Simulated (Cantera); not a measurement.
A freely propagating, adiabatic, planar premixed flame of 12.0 % CH4, 18.5 % O2, 69.5 % N2, unburnt at 723 K and 31000 Pa; multicomponent transport, grid criteria slope 0.08 and curve 0.16, no radiation.

Computed with Cantera and GRI-Mech 3.0 (53 species, 325 reactions). Burning velocities carry a grid error of a few per cent, more on coarse grids.

Question: Predict: laminar burning velocity; thermal thickness; peak x(C2H6); peak x(C2H); peak x(H); peak x(CH2O).

Answer: 
```json
{
  "laminar_burning_velocity": "196 cm/s",
  "thermal_thickness": "0.927 mm",
  "peak x(C2H6)": "0.00193",
  "peak x(C2H)": "3.01e-6",
  "peak x(H)": "0.0161",
  "peak x(CH2O)": "0.00132"
}
```
